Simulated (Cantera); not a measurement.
A closed system holds: 1 mol Si, 0.2 mol NH₃, 30 mol H₂, equilibrated at 0.165 Torr.

These are equilibrium values from Cantera (NASA tables, ideal gas, pure condensed phases), not measurements of a reactor. Candidate condensed phases: Si, Si₃N₄; 18 gas species. The numbers say what is thermodynamically allowed, not how fast it happens.

**Question.** At 1200 °C, list the 4 most abundant gas species with their mole fractions, and the condensed phases.

**Answer.** H₂ 0.996, N₂ 0.00329, H 0.000851, Si 2.49e-5. Condensed: Si(s).
